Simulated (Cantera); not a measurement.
A perfectly stirred reactor is fed with 0.709 % H2, 47.3 % O2, 52.0 % N2, equivalence ratio 0.0075, at 0.0316 atm; it is held at 1125 K, and followed from long to short residence time.

Computed with Cantera and the H2/O2 subset of GRI-Mech 3.0, which has no nitrogen chemistry. Radical loss at walls, strong at low pressure, is not modelled.

Question: Predict: x(H2) at τ = 3.30 s; x(O2) at τ = 3.30 s; x(O) at τ = 3.30 s; x(HO2) at τ = 3.30 s; x(H2O2) at τ = 3.30 s; x(H2) at τ = 77.0 ms; x(O2) at τ = 77.0 ms; x(O) at τ = 77.0 ms; x(HO2) at τ = 77.0 ms; x(H2O2) at τ = 77.0 ms.

Answer: 
```json
{
 "x(H2) at τ = 3.30 s": "2.59e-5",
 "x(O2) at τ = 3.30 s": "0.471",
 "x(O) at τ = 3.30 s": "0.000224",
 "x(HO2) at τ = 3.30 s": "4.47e-7",
 "x(H2O2) at τ = 3.30 s": "2.02e-8",
 "x(H2) at τ = 77.0 ms": "0.000217",
 "x(O2) at τ = 77.0 ms": "0.470",
 "x(O) at τ = 77.0 ms": "0.00178",
 "x(HO2) at τ = 77.0 ms": "1.63e-6",
 "x(H2O2) at τ = 77.0 ms": "5.06e-8"
}
```
